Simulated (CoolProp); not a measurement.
Model: reference Helmholtz-energy equation of state, Gao 2020, in CoolProp.

Question: Give the vapour pressure (MPa), liquid density (kg/m³), enthalpy of vaporisation (kJ/kg), liquid cp (kJ/(kg K)) of saturated ammonia at 306.4, 318.8 K.

Answer: 
| T (K) | p (MPa) | liquid density (kg/m³) | enthalpy of vaporisation (kJ/kg) | liquid cp (kJ/(kg K)) |
|---|---|---|---|---|
| 306.4 | 1.28 | 590 | 1130 | 4.86 |
| 318.8 | 1.81 | 570 | 1070 | 5.01 |
